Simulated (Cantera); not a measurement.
Input (Python, Cantera) and output of one run.

```python
import numpy as np
import cantera as ct

gas_names = """
    CL CL2 H HCL H2 N NH NH2 NH3 N2 N2H2 N2H4 Si SiCL SiCL2 SiCL3 SiCL4 SiH SiHCL3 SiH2 SiH2CL2 SiH3
    SiH3CL SiH4 SiN Si2 Si2N Si3
""".split()
cond_names = """
    NH4CL(a) NH4CL(b) Si(cr) Si(L) Si3N4(a)
""".split()


# ... load() reads the species with a 1 bar reference pressure and builds the phases ...
atoms = {
    'SiH2Cl2': {'Si': 1, 'H': 2, 'CL': 2},
    'NH3': {'N': 1, 'H': 3},
    'N2': {'N': 2},
}
top_T = {'Si3N4(a)': 2400}  # K; cautious upper limits of use, not melting points


# ... equilibrate(T, P, feed) seeds the gas with the atoms and calls Mixture.equilibrate('TP', solver="vcs", rtol=1e-11, max_steps=5000) ...
results = []
feed = {'SiH2Cl2': 1, 'NH3': 2.3, 'N2': 0.32}  # mol
P = 1000  # Pa
for T in [700, 800, 900, 1000, 1100, 1200, 1300, 1400, 1500, 1600, 1700, 1800, 1900, 2000]:
    mix = equilibrate(T, P, feed)
    results.append((T, P, feed, dict(zip(mix.species_names, mix.species_moles))))

top = {s: max(r[3][s] / sum(r[3][g] for g in gas_names) for r in results) for s in gas_names}
cols = sorted((s for s in top if top[s] > 1e-06), key=lambda s: -top[s])[:6]
seen = [c for c in cond_names if any(r[3].get(c, 0) > 1e-12 for r in results)]
print("log10 of partial pressures in bar; condensed amounts in mol")
print(f"{'T/K':>10s}" + "".join(f"{s[:9]:>10s}" for s in cols + seen))
for T, P, feed, n in results:
    ng = sum(n[g] for g in gas_names)
    print(f"{T:10.4g}" + "".join(f"{np.log10(max(n[s] / ng * P / 1e5, 1e-99)):10.3f}" for s in cols)
          + "".join(f"{n.get(c, 0):10.4g}" for c in seen))
```

Output:

```
log10 of partial pressures in bar; condensed amounts in mol
       T/K        H2       HCL        N2     SiCL2     SiCL4         H     Si(L)  Si3N4(a)
       700    -2.230    -2.598    -2.852   -13.982    -3.763   -14.712         0    0.2975
       800    -2.239    -2.562    -2.864   -11.409    -3.933   -12.657         0     0.309
       900    -2.244    -2.541    -2.872    -9.426    -4.086   -11.054         0    0.3162
      1000    -2.248    -2.528    -2.877    -7.852    -4.222    -9.768         0    0.3206
      1100    -2.250    -2.521    -2.880    -6.574    -4.341    -8.713         0    0.3233
      1200    -2.252    -2.517    -2.881    -5.520    -4.452    -7.831         0    0.3242
      1300    -2.251    -2.522    -2.878    -4.649    -4.578    -7.082         0    0.3206
      1400    -2.248    -2.549    -2.862    -3.966    -4.794    -6.437         0    0.3025
      1500    -2.239    -2.622    -2.826    -3.497    -5.207    -5.874         0    0.2585
      1600    -2.227    -2.745    -2.783    -3.220    -5.822    -5.378         0    0.1978
      1700    -2.217    -2.899    -2.747    -3.067    -6.543    -4.940         0    0.1407
      1800    -2.237    -2.909    -2.674    -3.091    -7.058    -4.565    0.4269         0
      1900    -2.242    -2.892    -2.675    -3.109    -7.474    -4.222    0.4376         0
      2000    -2.250    -2.880    -2.678    -3.130    -7.857    -3.914    0.4282         0
```

Method: chemical equilibrium by Gibbs-energy minimisation in Cantera with the NASA 1993 tables (ideal gas, pure condensed phases). The tables' values for SiCl3, SiCl, SiN are old estimates; treat these amounts as uncertain. Gases not in the tables: Si2H6 and higher silanes.
